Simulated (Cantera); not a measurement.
What does this Cantera script print?

```python
import numpy as np
import cantera as ct

gas_names = """
    H HO2 H2 H2O H2O2 Hg O OH O2 O3
""".split()
cond_names = """
    H2O(s) H2O(L) Hg(cr) Hg(L) HgO(s)
""".split()


# ... load() reads the species with a 1 bar reference pressure and builds the phases ...
atoms = {
    'HgO': {'Hg': 1, 'O': 1},
    'H2': {'H': 2},
}
top_T = {}  # K; cautious upper limits of use, not melting points


# ... equilibrate(T, P, feed) seeds the gas with the atoms and calls Mixture.equilibrate('TP', solver="vcs", rtol=1e-11, max_steps=5000) ...
results = []
T = 1150  # K
P = 13000  # Pa
for m in [0.59, 0.89, 1.3, 2, 3.1, 4.7, 7.1]:
    feed = {'HgO': 1, 'H2': m}  # mol
    mix = equilibrate(T, P, feed)
    results.append((T, P, feed, dict(zip(mix.species_names, mix.species_moles))))
    x = sorted(zip(gas.X, gas.species_names), reverse=True)
    print(f"T = {T:g} K  P = {P:g} Pa  n(H2) = {m:g} mol  gas = {mix.phase_moles(0):.4g} mol")
    print("   x: " + "  ".join(f"{s} {v:.3e}" for v, s in x if v > 0.001))
    print("   condensed (mol): " + ("  ".join(f"{mix.phase(i).name} {mix.phase_moles(i):.4g}"
          for i in range(1, mix.n_phases) if mix.phase_moles(i) > 1e-12) or "none"))
```

Result:

```
T = 1150 K  P = 13000 Pa  n(H2) = 0.59 mol  gas = 1.795 mol
   x: Hg 5.571e-01  H2O 3.287e-01  O2 1.142e-01
   condensed (mol): none
T = 1150 K  P = 13000 Pa  n(H2) = 0.89 mol  gas = 1.945 mol
   x: Hg 5.141e-01  H2O 4.576e-01  O2 2.828e-02
   condensed (mol): none
T = 1150 K  P = 13000 Pa  n(H2) = 1.3 mol  gas = 2.3 mol
   x: Hg 4.348e-01  H2O 4.348e-01  H2 1.304e-01
   condensed (mol): none
T = 1150 K  P = 13000 Pa  n(H2) = 2 mol  gas = 3 mol
   x: Hg 3.333e-01  H2O 3.333e-01  H2 3.333e-01
   condensed (mol): none
T = 1150 K  P = 13000 Pa  n(H2) = 3.1 mol  gas = 4.1 mol
   x: H2 5.122e-01  Hg 2.439e-01  H2O 2.439e-01
   condensed (mol): none
T = 1150 K  P = 13000 Pa  n(H2) = 4.7 mol  gas = 5.7 mol
   x: H2 6.491e-01  Hg 1.754e-01  H2O 1.754e-01
   condensed (mol): none
T = 1150 K  P = 13000 Pa  n(H2) = 7.1 mol  gas = 8.1 mol
   x: H2 7.531e-01  Hg 1.235e-01  H2O 1.235e-01
   condensed (mol): none
```

Equilibrium computed with Cantera from the NASA thermochemical tables; the gas is ideal and each condensed phase is pure.
